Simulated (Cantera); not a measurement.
Feed: 1 mol FeCl₂, 0.57 mol H₂O, a varied amount of H₂, at 975 K and 0.760 bar.

Cantera equilibrium calculation (NASA polynomials, part measured and part estimated; ideal gas, pure solids and liquids). Candidate condensed phases: Fe, FeCl₂, FeCl₃, FeO, Fe(OH)₂, Fe(OH)₃, Fe₂O₃, Fe₃O₄, H₂O; 22 gas species. The tables' stoichiometric FeO is somewhat more stable than real wüstite, so its field is too wide. FeO: taken at fixed stoichiometry. Kinetics and transport are ignored.

Question: At 1.6 mol H₂, list the 5 most abundant gas species with their mole fractions, and the condensed phases.

Answer: H₂ 0.615, HCl 0.261, H₂O 0.103, FeCl₂ 0.0172, Fe₂Cl₄ 0.00397. Condensed: Fe(α) + FeCl₂(l) + FeO(s).
